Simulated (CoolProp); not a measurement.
Saturation properties of isobutane (Tc = 134.7 °C, pc = 3.629 MPa, ω = 0.184).

Values from CoolProp's reference Helmholtz-energy equation of state, Bücker 2006.

```json
[
 {"T (°C)": "-29.35", "p (MPa)": "0.04804", "surface tension (mN/m)": "16.2", "vapour viscosity (µPa s)": "6.16", "liquid conductivity (mW/(m K))": "110"},
 {"T (°C)": "-24.25", "p (MPa)": "0.06038", "surface tension (mN/m)": "15.6", "vapour viscosity (µPa s)": "6.28", "liquid conductivity (mW/(m K))": "108"},
 {"T (°C)": "-19.15", "p (MPa)": "0.07511", "surface tension (mN/m)": "15.1", "vapour viscosity (µPa s)": "6.40", "liquid conductivity (mW/(m K))": "106"},
 {"T (°C)": "-14.05", "p (MPa)": "0.09251", "surface tension (mN/m)": "14.5", "vapour viscosity (µPa s)": "6.52", "liquid conductivity (mW/(m K))": "104"},
 {"T (°C)": "-8.95", "p (MPa)": "0.1129", "surface tension (mN/m)": "13.9", "vapour viscosity (µPa s)": "6.65", "liquid conductivity (mW/(m K))": "102"},
 {"T (°C)": "-3.85", "p (MPa)": "0.1366", "surface tension (mN/m)": "13.3", "vapour viscosity (µPa s)": "6.77", "liquid conductivity (mW/(m K))": "100"},
 {"T (°C)": "1.25", "p (MPa)": "0.1640", "surface tension (mN/m)": "12.7", "vapour viscosity (µPa s)": "6.89", "liquid conductivity (mW/(m K))": "98.1"},
 {"T (°C)": "6.35", "p (MPa)": "0.1955", "surface tension (mN/m)": "12.1", "vapour viscosity (µPa s)": "7.02", "liquid conductivity (mW/(m K))": "96.1"},
 {"T (°C)": "11.45", "p (MPa)": "0.2313", "surface tension (mN/m)": "11.5", "vapour viscosity (µPa s)": "7.15", "liquid conductivity (mW/(m K))": "94.2"}
]
```

It boils at -11.7 °C under 1 atm.

Viscosity comes from a separate model (Vogel 2000). Thermal conductivity comes from a separate model (Perkins 2002). Surface tension comes from a separate correlation (Mulero 2012).
